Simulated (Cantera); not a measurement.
Mixture: C₃H₈ : O₂ : N₂ = 1 : 3.57 : 13.4 (molar parts), equivalence ratio 1.4, at 77000 Pa, adiabatic and at constant volume. Ignition delay is the time to a rise of 400 K.

Detailed kinetics in Cantera: GRI-Mech 3.0 (53 species, 325 reactions). GRI-Mech 3.0 was tuned for natural gas; its chemistry of propane as a main component is partial and can be far from experiment.

Predict: delay at 1100 K; delay at 1300 K; delay at 1500 K; delay at 1700 K; apparent activation energy between 1600 and 1800 K.


- delay at 1100 K = 61.0 ms
- delay at 1300 K = 1.05 ms
- delay at 1500 K = 85.4 µs
- delay at 1700 K = 21.3 µs
- apparent activation energy between 1600 and 1800 K = 130 kJ/mol
